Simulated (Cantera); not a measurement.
Feed: 1 mol Al(CH3)3, 180 mol NH3, 24 mol H2, held at 0.0133 bar.

Method: chemical equilibrium by Gibbs-energy minimisation in Cantera with the NASA 1993 tables (ideal gas, pure condensed phases). Candidate condensed phases: Al, AlN, C, C6H6, C7H8, C8H18; 97 gas species. The feed counts by its element totals alone. Equilibrium is a limit: real reactors are often held back by kinetics, nucleation or transport. All values below are at 900 K.

Base state: H2 0.766, N2 0.231, CH4 0.00244 (mole fractions); condensed: AlN(s) + C(graphite).

Problem. What changes in the equilibrium state with this change: pressure from 0.0133 bar to 0.00510 bar?

Solution. 
```csv
species,before,after
H2,0.766,0.768
N2,0.231,0.231
CH4,0.00244,0.000939
"AlN(s), mol",1.00,1.00
"C(graphite), mol",2.05,2.64
```

Problem. What changes in the equilibrium state with this change: pressure from 0.0133 bar to 0.00160 bar?

Solution. 
```
species            before     after
----------------  -------  --------
H2                  0.766     0.769
N2                  0.231     0.231
CH4               0.00244  0.000295
AlN(s), mol          1.00      1.00
C(graphite), mol     2.05      2.89
```
